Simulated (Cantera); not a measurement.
A Cantera script and what it prints.

```python
import numpy as np
import cantera as ct

gas_names = """
    B BH BH2 BH3 BN B2 H H2 N NH NH2 NH3 N2 N2H2 N2H4
""".split()
cond_names = """
    B(b) B(L) BN(s)
""".split()


# ... load() reads the species with a 1 bar reference pressure and builds the phases ...
atoms = {
    'B2H6': {'B': 2, 'H': 6},
    'N2': {'N': 2},
    'H2': {'H': 2},
}
top_T = {'BN(s)': 3200}  # K; cautious upper limits of use, not melting points


# ... equilibrate(T, P, feed) seeds the gas with the atoms and calls Mixture.equilibrate('TP', solver="vcs", rtol=1e-11, max_steps=5000) ...
results = []
feed = {'B2H6': 1, 'N2': 3.4, 'H2': 120}  # mol
P = 1900  # Pa
for T in [1948, 1998, 2048, 2098, 2148, 2198, 2248, 2298, 2348, 2398, 2448]:
    mix = equilibrate(T, P, feed)
    results.append((T, P, feed, dict(zip(mix.species_names, mix.species_moles))))

top = {s: max(r[3][s] / sum(r[3][g] for g in gas_names) for r in results) for s in gas_names}
cols = sorted((s for s in top if top[s] > 1e-05), key=lambda s: -top[s])[:8]
seen = [c for c in cond_names if any(r[3].get(c, 0) > 1e-12 for r in results)]
print("log10 of partial pressures in bar; condensed amounts in mol")
print(f"{'T/K':>10s}" + "".join(f"{s[:9]:>10s}" for s in cols + seen))
for T, P, feed, n in results:
    ng = sum(n[g] for g in gas_names)
    print(f"{T:10.4g}" + "".join(f"{np.log10(max(n[s] / ng * P / 1e5, 1e-99)):10.3f}" for s in cols)
          + "".join(f"{n.get(c, 0):10.4g}" for c in seen))
```

Output:

```
log10 of partial pressures in bar; condensed amounts in mol
       T/K        H2         H        N2       BH2         B        BH        BN      B(b)      B(L)     BN(s)
      1948    -1.733    -3.814    -3.440    -5.614    -7.679    -8.101    -9.298         0         0     1.983
      1998    -1.735    -3.662    -3.439    -5.321    -7.141    -7.646    -8.819         0         0     1.967
      2048    -1.737    -3.518    -3.437    -5.044    -6.631    -7.214    -8.363         0         0     1.937
      2098    -1.742    -3.383    -3.324    -4.839    -6.200    -6.861    -7.929     1.467         0    0.4294
      2148    -1.747    -3.253    -3.298    -4.734    -5.880    -6.614    -7.646     1.864         0         0
      2198    -1.751    -3.130    -3.300    -4.633    -5.575    -6.378    -7.390      1.82         0         0
      2248    -1.757    -3.012    -3.303    -4.539    -5.283    -6.154    -7.146     1.761         0         0
      2298    -1.764    -2.901    -3.306    -4.450    -5.005    -5.941    -6.913     1.678         0         0
      2348    -1.774    -2.795    -3.311    -4.368    -4.738    -5.739    -6.691      1.56         0         0
      2398    -1.785    -2.695    -3.316    -4.314    -4.506    -5.568    -6.502         0     1.416         0
      2448    -1.799    -2.600    -3.323    -4.266    -4.283    -5.408    -6.322         0     1.208         0
```

Equilibrium computed with Cantera from the NASA thermochemical tables; the gas is ideal and each condensed phase is pure. The feed counts by its element totals alone. Mutual solubility and eutectic melting of coexisting phases are not modelled. The tables' values for BH2 are old estimates; treat these amounts as uncertain.
